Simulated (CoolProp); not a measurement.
Model: reference Helmholtz-energy equation of state, Eisenbach 2021, in CoolProp.

Question: For propylene glycol, give the phase and the Z, expansivity (1/kK), fugacity coefficient at 154.55 °C and 0.299 MPa; 154.55 °C and 0.68 MPa.

Answer: 
- 154.55 °C and 0.299 MPa: liquid; Z 0.00692, expansivity 1.01, fugacity coefficient 0.109
- 154.55 °C and 0.68 MPa: liquid; Z 0.0157, expansivity 1.00, fugacity coefficient 0.0483
